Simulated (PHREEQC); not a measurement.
A solution holds 0.96 mmol/kgw KOH and 0.5 mmol/kgw CuSO4, at 48 °C. Closed to the air; pH follows from the charge balance.

Model: ion-association model, wateq4f.dat, run in PHREEQC.

Each row changes one thing in this solution. Precipitation was switched off in this run.

| case | pH | ionic strength (mol/kgw) | Cu(OH)2 (mol/kgw) | Cu2(OH)2+2 (mol/kgw) | KSO4- (mol/kgw) | Cu+2 (mol/kgw) | SI of Cu(OH)2 (Cu(OH)2) | SI of Tenorite (CuO) |
|---|---|---|---|---|---|---|---|---|
| as made | 8.02 | 0.00152 | 0.000457 | 1.89e-5 | 4.04e-6 | 2.36e-6 | +2.50 | +3.52 |
| CuSO4 from 0.0005 to 0.0025 mol/kgw | 6.03 | 0.00828 | 2.03e-5 | 0.000455 | 1.42e-5 | 0.00126 | +1.15 | +2.17 |
| 0.00064 mol/kgw HBr added | 6.51 | 0.00241 | 3.49e-5 | 0.000122 | 3.75e-6 | 0.000200 | +1.38 | +2.40 |
| temperature from 48 to 30 °C | 7.79 | 0.00151 | 0.000467 | 1.11e-5 | 3.05e-6 | 6.95e-6 | +1.89 | +2.91 |
| 0.0013 mol/kgw LiOH added | 10.40 | 0.00275 | 0.000499 | 4.19e-10 | 3.80e-6 | 4.77e-11 | +2.54 | +3.56 |

Species that the database lacks are ignored. Some of these states are supersaturated (in Cu(OH)2, Tenorite (slow to form), Brochantite, for instance). Away from 25 °C the constants follow the database's enthalpies or fits; those with neither stay at their 25 °C values. The database's constant for dissolved Cu(OH)2 is higher than later reviews accept.
